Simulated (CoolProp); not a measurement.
Vapour pressure (MPa) of cyclohexane: the reference equation beside estimates from Tc = 280.5 °C, pc = 4.081 MPa, ω = 0.209. Clausius-Clapeyron is anchored at 125.65 °C with a constant enthalpy of vaporisation of 27.22 kJ/mol.

Computed with CoolProp (reference Helmholtz-energy equation of state, Zhou 2014).

```json
[
 {"T (°C)": "58.45", "reference": "0.04921", "Lee-Kesler": "0.04899", "Clausius-Clapeyron": "0.06225", "van der Waals": "0.3510", "Redlich-Kwong": "0.08209", "Soave-Redlich-Kwong": "0.04933"},
 {"T (°C)": "69.65", "reference": "0.07175", "Lee-Kesler": "0.07148", "Clausius-Clapeyron": "0.08595", "van der Waals": "0.4242", "Redlich-Kwong": "0.1155", "Soave-Redlich-Kwong": "0.07179"},
 {"T (°C)": "80.85", "reference": "0.1017", "Lee-Kesler": "0.1015", "Clausius-Clapeyron": "0.1163", "van der Waals": "0.5071", "Redlich-Kwong": "0.1582", "Soave-Redlich-Kwong": "0.1017"},
 {"T (°C)": "92.05", "reference": "0.1407", "Lee-Kesler": "0.1405", "Clausius-Clapeyron": "0.1544", "van der Waals": "0.6001", "Redlich-Kwong": "0.2118", "Soave-Redlich-Kwong": "0.1406"},
 {"T (°C)": "103.25", "reference": "0.1903", "Lee-Kesler": "0.1903", "Clausius-Clapeyron": "0.2016", "van der Waals": "0.7039", "Redlich-Kwong": "0.2777", "Soave-Redlich-Kwong": "0.1902"},
 {"T (°C)": "114.45", "reference": "0.2523", "Lee-Kesler": "0.2525", "Clausius-Clapeyron": "0.2592", "van der Waals": "0.8188", "Redlich-Kwong": "0.3574", "Soave-Redlich-Kwong": "0.2524"},
 {"T (°C)": "125.65", "reference": "0.3286", "Lee-Kesler": "0.3291", "Clausius-Clapeyron": "0.3286", "van der Waals": "0.9454", "Redlich-Kwong": "0.4525", "Soave-Redlich-Kwong": "0.3291"},
 {"T (°C)": "136.85", "reference": "0.4211", "Lee-Kesler": "0.4220", "Clausius-Clapeyron": "0.4112", "van der Waals": "1.084", "Redlich-Kwong": "0.5643", "Soave-Redlich-Kwong": "0.4222"},
 {"T (°C)": "148.05", "reference": "0.5318", "Lee-Kesler": "0.5330", "Clausius-Clapeyron": "0.5085", "van der Waals": "1.235", "Redlich-Kwong": "0.6945", "Soave-Redlich-Kwong": "0.5340"},
 {"T (°C)": "159.25", "reference": "0.6628", "Lee-Kesler": "0.6642", "Clausius-Clapeyron": "0.6220", "van der Waals": "1.399", "Redlich-Kwong": "0.8443", "Soave-Redlich-Kwong": "0.6665"},
 {"T (°C)": "170.45", "reference": "0.8162", "Lee-Kesler": "0.8178", "Clausius-Clapeyron": "0.7530", "van der Waals": "1.576", "Redlich-Kwong": "1.015", "Soave-Redlich-Kwong": "0.8222"},
 {"T (°C)": "181.65", "reference": "0.9943", "Lee-Kesler": "0.9958", "Clausius-Clapeyron": "0.9031", "van der Waals": "1.767", "Redlich-Kwong": "1.209", "Soave-Redlich-Kwong": "1.003"}
]
```

Absolute difference from the reference over all 12 rows, mean and median: Lee-Kesler 0.2 and 0.2 %, Clausius-Clapeyron 9.1 and 6.9 %, van der Waals 256.9 and 206.1 %, Redlich-Kwong 41.4 and 39.7 %, Soave-Redlich-Kwong 0.3 and 0.2 %.
